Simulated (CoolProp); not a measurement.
Octamethyltrisiloxane (MDM) along the isobar 4600 kPa: fugacity coefficient from the reference equation and from simpler models built on Tc = 292.2 °C, pc = 1438 kPa, ω = 0.528; each cubic takes its own stable root.

Values from CoolProp's reference Helmholtz-energy equation of state, Thol 2017.

| T (°C) | phase | reference | van der Waals | Redlich-Kwong | Soave-Redlich-Kwong | Peng-Robinson |
|---|---|---|---|---|---|---|
| 112.35 | liquid | 0.01031 | 0.09928 | 0.03449 | 0.01070 | 0.01028 |
| 129.65 | liquid | 0.01743 | 0.1185 | 0.04831 | 0.01806 | 0.01719 |
| 146.85 | liquid | 0.02767 | 0.1391 | 0.06507 | 0.02869 | 0.02712 |
| 164.05 | liquid | 0.04171 | 0.1611 | 0.08486 | 0.04335 | 0.04075 |
| 181.25 | liquid | 0.06009 | 0.1843 | 0.1076 | 0.06266 | [?] |
| 198.55 | liquid | 0.08335 | 0.2087 | 0.1334 | 0.08726 | 0.08144 |
| 215.75 | liquid | [?] | 0.2338 | 0.1615 | 0.1171 | 0.1091 |
| 232.95 | liquid | 0.1444 | 0.2597 | 0.1920 | 0.1524 | 0.1417 |
| 250.15 | liquid | 0.1820 | 0.2862 | 0.2243 | 0.1927 | 0.1790 |
| 267.45 | liquid | 0.2240 | 0.3132 | 0.2583 | 0.2379 | 0.2209 |
| 284.65 | liquid | 0.2693 | 0.3403 | 0.2932 | [?] | 0.2660 |
| 301.85 | supercritical | 0.3172 | 0.3675 | 0.3288 | 0.3379 | 0.3137 |

**Question.** Complete the blanks.

**Answer.** 
- 181.25, Peng-Robinson: 0.05866
- 215.75, reference: 0.1114
- 284.65, Soave-Redlich-Kwong: 0.2865
